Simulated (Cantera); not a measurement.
A closed system holds: 1 mol C₂H₂, 0.097 mol CO₂, 0.22 mol N₂, held at 648.15 K and 0.100 bar.

Cantera equilibrium calculation (NASA polynomials, part measured and part estimated; ideal gas, pure solids and liquids). Candidate condensed phases: C, C₆H₆, C₇H₈, C₈H₁₈, H₂O; 136 gas species. Equilibrium is a limit: real reactors are often held back by kinetics, nucleation or transport.

Base state: H₂ 0.317, CH₄ 0.273, N₂ 0.226, H₂O 0.166, CO₂ 0.0159, CO 0.00191, NH₃ 0.000163 (mole fractions); condensed: C(graphite).

**Question.** What changes in the equilibrium state with this change: temperature from 648.15 K to 1473.15 K?

**Answer.** 
```json
[
 {"species": "H₂", "before": "0.317", "after": "0.707"},
 {"species": "N₂", "before": "0.226", "after": "0.155"},
 {"species": "CO", "before": "0.00191", "after": "0.137"},
 {"species": "CH₄", "before": "0.273", "after": "0.000147"},
 {"species": "H₂O", "before": "0.166", "after": "2.03e-5"},
 {"species": "CO₂", "before": "0.0159", "after": "1.59e-6"},
 {"species": "HCN", "before": "<1e-9", "after": "0.000289"},
 {"species": "H", "before": "<1e-9", "after": "3.37e-5"},
 {"species": "NH₃", "before": "0.000163", "after": "1.58e-6"},
 {"species": "C(graphite), mol", "before": "1.81", "after": "1.90"}
]
```

**Question.** What changes in the equilibrium state with this change: temperature from 648.15 K to 2648 K?

**Answer.** 
```tsv
species	before	after
H₂	0.317	0.584
N₂	0.226	0.131
CO	0.00191	0.129
CH₄	0.273	4.09e-6
H₂O	0.166	1.30e-7
H	<1e-9	0.112
HCN	<1e-9	0.0277
C₂H₂ (acetylene)	<1e-9	0.0114
CO₂	0.0159	4.37e-9
HNC	<1e-9	0.00381
CN	<1e-9	0.000376
C₂H	<1e-9	0.000211
C₄H₂	<1e-9	9.19e-5
C(graphite), mol	1.81	1.82
```
